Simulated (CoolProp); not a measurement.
A closed Brayton cycle with carbon dioxide: compressor inlet 312.15 K and 7.8 MPa, high pressure 22 MPa, turbine inlet 865 K, compressor efficiency 0.85, turbine efficiency 0.93, recuperator effectiveness 0.95 (on enthalpy, no pinch check). Each further row changes one setting.

Model: reference Helmholtz-energy equation of state, Span 1996, in CoolProp.

| case | thermal efficiency (%) | net work (kJ/kg) | compressor to turbine work | compressor exit (K) | turbine exit (K) |
|---|---|---|---|---|---|
| as stated | ___ | 103 | 0.30 | 388.7 | 734.0 |
| turbine inlet 815 K | ___ | ___ | 0.32 | 388.7 | ___ |
| compressor inlet 322.15 K | ___ | ___ | 0.36 | 410.0 | 734.0 |
| high pressure 18.7 MPa | 38.8 | 89.8 | ___ | 376.4 | ___ |
| recuperator effectiveness 0.5 | 23.5 | 103 | 0.30 | 388.7 | 734.0 |

What belongs in the gaps?


- as stated, thermal efficiency (%): 39.8
- turbine inlet 815 K, thermal efficiency (%): 37.9
- turbine inlet 815 K, net work (kJ/kg): 93.4
- turbine inlet 815 K, turbine exit (K): 688.8
- compressor inlet 322.15 K, thermal efficiency (%): 38.7
- compressor inlet 322.15 K, net work (kJ/kg): 93.5
- high pressure 18.7 MPa, compressor to turbine work: 0.29
- high pressure 18.7 MPa, turbine exit (K): 753.9
